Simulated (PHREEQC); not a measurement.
3 g of hydrous ferric oxide (600 m²/g; 0.2 weak and 0.005 strong sites per Fe, Dzombak-Morel constants, diffuse double layer) in 1 kg of water with 0.01 mol/kgw of an inert sodium salt and 0.00011 mol Na2HAsO4 and 0.0012 mol ZnCl2, at 25 °C; the pH is set by adding NaOH or the inert anion's acid. Oxygen alone is held at its pressure in air (log pO2 = -0.68). No CO2 enters from the air. No solid was allowed to form.

Equilibrium calculation in PHREEQC: ion-association model, wateq4f.dat.

Question: Predict Zn sorbed (%), surface charge σ (C/m²), surface potential ψ (mV) at pH = 3, 3.67, 6.33, 7.67, 8.33.

Answer: 
```
pH    Zn sorbed (%)  surface charge σ (C/m²)  surface potential ψ (mV)
----  -------------  -----------------------  ------------------------
3               0.0                    0.330                       192
3.67            0.1                    0.271                       184
6.33           64.1                    0.044                        99
7.67           99.7                    0.011                        39
8.33          100.0                    0.001                         4
```

The database has no arsenate complexes of Zn. The oxide is taken as insoluble; below pH 4 it would dissolve.
